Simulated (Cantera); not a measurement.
## Premixed flame

A freely propagating, adiabatic, planar premixed flame of H₂ : O₂ : N₂ = 1 : 0.357 : 1.34 (molar parts), equivalence ratio 1.4, unburnt at 700 K and 0.109 atm; multicomponent transport, grid criteria slope 0.08 and curve 0.16, no radiation.

Model: the H2/O2 subset of GRI-Mech 3.0, which has no nitrogen chemistry, integrated in Cantera. Burning velocities carry a grid error of a few per cent, more on coarse grids.

```
z (mm)  T (K)  u (m/s)    x H₂     x O₂   x H₂O₂      x OH    x HO₂     x H₂O
------  -----  -------  ------  -------  -------  --------  -------  --------
-26.5     700     8.67   0.371    0.132    <1e-8     <1e-8    <1e-8     <1e-8
-17.7     700     8.67   0.371    0.132    <1e-8     <1e-8    <1e-8     <1e-8
-13.2     700     8.67   0.371    0.132    <1e-8     <1e-8    <1e-8     <1e-8
-8.83     700     8.67   0.371    0.132    <1e-8     <1e-8  4.92e-7   1.14e-7
-4.41     705     8.73   0.370    0.132  9.98e-8   1.37e-5  2.63e-5  0.000429
-2.21     784     9.68   0.352    0.128  1.14e-7  0.000205  2.11e-5   0.00950
0        1128     13.6   0.188   0.0716  4.01e-7   0.00325  9.60e-6     0.123
2.21     1382     16.4  0.0878   0.0173  4.34e-7   0.00711  2.19e-6     0.224
4.41     1484     17.5  0.0881   0.0136  3.79e-7   0.00888  1.53e-6     0.232
8.83     1613     18.8  0.0946   0.0119  2.65e-7    0.0110  1.15e-6     0.236
17.7     1761     20.3   0.101   0.0100  1.51e-7    0.0132  8.39e-7     0.242
35.3     1921     21.9   0.106  0.00785  7.82e-8    0.0148  5.94e-7     0.250
70.6     2082     23.4   0.110  0.00568  4.21e-8    0.0154  4.31e-7     0.260
```
x: mole fraction of selected species; z is measured from the peak of heat release.

```json
{
 "laminar_burning_velocity": "867 cm/s",
 "thermal_thickness": "8.83 mm",
 "peak x(H₂O₂)": "4.61e-7",
 "peak x(OH)": "0.0154",
 "peak x(HO₂)": "2.63e-5",
 "grid_points": "142"
}
```
